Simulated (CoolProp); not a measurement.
The fluid at 280.36 K and 2.07 MPa (liquid) is heated at constant pressure to 306.9 K. The same conditions are run with several fluids, on thermodynamics alone (safety and materials aside).

Model: reference Helmholtz-energy equation of state of each fluid (octamethyltrisiloxane (MDM): Thol 2017; fluoroethane (R161): Wu 2012; trans-2-butene: Lemmon 2005; R141b: Lemmon 2006; dodecamethylpentasiloxane (MD3M): Thol 2019), in CoolProp.

### Question
Rank octamethyltrisiloxane (MDM), fluoroethane (R161), trans-2-butene, R141b, dodecamethylpentasiloxane (MD3M) by heat (kJ/kg), highest first.

### Answer
trans-2-butene (60.9), fluoroethane (R161) (59.5), octamethyltrisiloxane (MDM) (47.0), dodecamethylpentasiloxane (MD3M) (44.9), R141b (30.4)

| fluid | final density (kg/m³) |
|---|---|
| octamethyltrisiloxane (MDM) | 810 |
| fluoroethane (R161) | 695 |
| trans-2-butene | 591 |
| R141b | 1220 |
| dodecamethylpentasiloxane (MD3M) | 864 |
